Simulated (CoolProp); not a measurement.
The fluid at 399.71 K and 3.28 MPa expands adiabatically to 0.251 MPa with isentropic efficiency 0.85. The same conditions are run with several fluids, on thermodynamics alone (safety and materials aside).

Computed with CoolProp (reference Helmholtz-energy equation of state of each fluid (ethylene: Smukala 2000; methane: Setzmann 1991; R404A: Lemmon 2003; nitrogen: Span 2000; R134a: Tillner-Roth 1994)). Blends and air are pseudo-pure fits.

```
fluid     work (kJ/kg)  final temperature (K)  final density (kg/m³)
--------  ------------  ---------------------  ---------------------
ethylene    (withheld)                  265.3                   3.26
methane            338                  246.6                   1.98
R404A       (withheld)                  315.1                   9.68
nitrogen           183                  221.6             (withheld)
R134a             53.2                  310.9                   10.4
```

**Question.** What belongs in the gaps?

**Answer.** 
- ethylene, work (kJ/kg): 196
- R404A, work (kJ/kg): 58.0
- nitrogen, final density (kg/m³): 3.83
